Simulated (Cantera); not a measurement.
An isothermal, constant-pressure homogeneous reactor starts with 15.2 % CH4, 84.8 % N2, at 1648 K and 368 Torr.

Model: GRI-Mech 3.0 (53 species, 325 reactions), integrated in Cantera. GRI-Mech 3.0 stops at C3 and has no aromatics, soot or wall deposition, so with more carbon than oxygen in the feed, carbon stays in small species such as C2H2 where larger ones or solid carbon would form.

Problem. Predict: x(CH4) at 80.0 s; x(C2H2) at 80.0 s; x(CH3) at 80.0 s; x(C2H) at 80.0 s; x(CH2) at 80.0 s.

Solution. 
```json
{
 "x(CH4) at 80.0 s": "0.00211 (gas-phase equilibrium 0.00138)",
 "x(C2H2) at 80.0 s": "0.0644 (gas-phase equilibrium 0.0269)",
 "x(CH3) at 80.0 s": "1.25e-5 (gas-phase equilibrium 8.10e-6)",
 "x(C2H) at 80.0 s": "8.09e-8 (gas-phase equilibrium 3.36e-8)",
 "x(CH2) at 80.0 s": "3.56e-9 (gas-phase equilibrium 2.30e-9)"
}
```
